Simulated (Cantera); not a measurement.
An adiabatic, constant-volume homogeneous reactor starts with CO : H₂ : O₂ : N₂ : CO₂ = 1 : 1.2 : 1.18 : 4.45 : 0.43 (molar parts), at 1700 K and 12000 Torr. Integrator tolerance rtol = 1e-08.

Cantera simulation using GRI-Mech 3.0 (53 species, 325 reactions); the numbers are that mechanism's predictions, not measurements. The hydrogen kinetics of GRI-Mech 3.0 are dated; newer H2 mechanisms differ, most at raised pressure. The pressure lies above the range GRI-Mech 3.0 was tuned for (to about 10 atm). Above 3000 K some thermodynamic fits are extrapolated.

What does this change do: initial temperature 1700 to 1123 K?


```
quantity                                                            before                                    after
---------------------------------  ---------------------------------------  ---------------------------------------
time of steepest temperature rise                                 0.640 µs                                 0.304 ms
temperature at 0.100 s                                              3105 K                                   2925 K
equilibrium temperature                                             3105 K                                   2925 K
x(CO) at 0.100 s                     0.0654 (gas-phase equilibrium 0.0654)    0.0411 (gas-phase equilibrium 0.0411)
x(H₂) at 0.100 s                   0.00946 (gas-phase equilibrium 0.00946)  0.00556 (gas-phase equilibrium 0.00556)
x(O₂) at 0.100 s                     0.0318 (gas-phase equilibrium 0.0318)    0.0238 (gas-phase equilibrium 0.0238)
x(HO₂) at 0.100 s                  3.29e-5 (gas-phase equilibrium 3.29e-5)  2.17e-5 (gas-phase equilibrium 2.17e-5)
x(CO₂) at 0.100 s                      0.125 (gas-phase equilibrium 0.125)      0.153 (gas-phase equilibrium 0.153)
```

What does this change do: initial temperature 1700 to 1100 K?


| quantity | before | after |
|---|---|---|
| time of steepest temperature rise | 0.640 µs | 0.487 ms |
| temperature at 0.100 s | 3105 K | 2918 K |
| equilibrium temperature | 3105 K | 2918 K |
| x(CO) at 0.100 s | 0.0654 (gas-phase equilibrium 0.0654) | 0.0401 (gas-phase equilibrium 0.0401) |
| x(H₂) at 0.100 s | 0.00946 (gas-phase equilibrium 0.00946) | 0.00542 (gas-phase equilibrium 0.00542) |
| x(O₂) at 0.100 s | 0.0318 (gas-phase equilibrium 0.0318) | 0.0234 (gas-phase equilibrium 0.0234) |
| x(HO₂) at 0.100 s | 3.29e-5 (gas-phase equilibrium 3.29e-5) | 2.13e-5 (gas-phase equilibrium 2.13e-5) |
| x(CO₂) at 0.100 s | 0.125 (gas-phase equilibrium 0.125) | 0.154 (gas-phase equilibrium 0.154) |

What does this change do: pressure from 12000 Torr to 760 Torr?


```tsv
quantity	before	after
time of steepest temperature rise	0.640 µs	9.53 µs
temperature at 0.100 s	3105 K	2853 K
equilibrium temperature	3105 K	2853 K
x(CO) at 0.100 s	0.0654 (gas-phase equilibrium 0.0654)	0.0801 (gas-phase equilibrium 0.0801)
x(H₂) at 0.100 s	0.00946 (gas-phase equilibrium 0.00946)	0.0134 (gas-phase equilibrium 0.0134)
x(O₂) at 0.100 s	0.0318 (gas-phase equilibrium 0.0318)	0.0404 (gas-phase equilibrium 0.0404)
x(HO₂) at 0.100 s	3.29e-5 (gas-phase equilibrium 3.29e-5)	1.17e-5 (gas-phase equilibrium 1.17e-5)
x(CO₂) at 0.100 s	0.125 (gas-phase equilibrium 0.125)	0.107 (gas-phase equilibrium 0.107)
```
